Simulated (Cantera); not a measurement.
Input: 1 mol Si3N4, a varied amount of HF, 73 mol H2, at 1550 K and 1.00 bar.

Equilibrium computed with Cantera from the NASA thermochemical tables; the gas is ideal and each condensed phase is pure. Candidate condensed phases: Si, Si3N4; 37 gas species. The tables' values for SiF3, SiF2 are old estimates; treat these amounts as uncertain. Rates play no part.

x: gas mole fraction; n: condensed amount in mol.

```csv
n(HF) (mol),x H2,x HF,x SiF4,x N2,x SiHF3,x SiF3,x SiH2F2,n Si3N4(s)
2.5,0.983,0.00263,0.00546,0.00565,0.00142,0.00127,0.000166,0.787
10,0.944,0.00464,0.0241,0.0207,0.00341,0.00311,0.000218,0.148
18,0.877,0.0672,0.0327,0.0222,0.000297,0.000281,1.21e-6,0
26,0.806,0.143,0.0304,0.0204,0.000119,0.000117,2.10e-7,0
34,0.745,0.208,0.0282,0.0189,7.02e-5,7.21e-5,7.90e-8,0
42,0.693,___,0.0262,0.0175,___,5.11e-5,___,0
50,0.647,___,0.0245,0.0164,___,3.90e-5,___,0
58,0.608,0.354,0.0230,0.0154,2.75e-5,3.12e-5,1.48e-8,0
```

Fill in the missing entries.


- 50, x HF: 0.312
- 50, x SiHF3: 3.54e-5
- 50, x SiH2F2: 2.31e-8
- 42, x HF: 0.263
- 42, x SiHF3: 4.79e-5
- 42, x SiH2F2: 3.96e-8
